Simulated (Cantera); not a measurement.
A perfectly stirred reactor is fed with 0.615 % CO, 2.93 % O₂, 1.89 % H₂O, 94.6 % N₂, equivalence ratio 0.10, at 430000 Pa; it is held at 1375 K, and followed from long to short residence time.

Computed with Cantera and GRI-Mech 3.0 (53 species, 325 reactions).

**Question.** Predict: x(CO) at τ = 20.0 s; x(O₂) at τ = 20.0 s; x(H₂O) at τ = 20.0 s; x(OH) at τ = 20.0 s; x(NO) at τ = 20.0 s; x(CO) at τ = 91.0 ms; x(O₂) at τ = 91.0 ms; x(H₂O) at τ = 91.0 ms; x(OH) at τ = 91.0 ms; x(NO) at τ = 91.0 ms.

**Answer.** 
| Property | Result |
|---|---|
| x(CO) at τ = 20.0 s | 3.39e-6 |
| x(O₂) at τ = 20.0 s | 0.0263 |
| x(H₂O) at τ = 20.0 s | 0.0190 |
| x(OH) at τ = 20.0 s | 7.38e-6 |
| x(NO) at τ = 20.0 s | 1.73e-7 |
| x(CO) at τ = 91.0 ms | 0.000156 |
| x(O₂) at τ = 91.0 ms | 0.0264 |
| x(H₂O) at τ = 91.0 ms | 0.0189 |
| x(OH) at τ = 91.0 ms | 3.43e-5 |
| x(NO) at τ = 91.0 ms | 2.75e-7 |
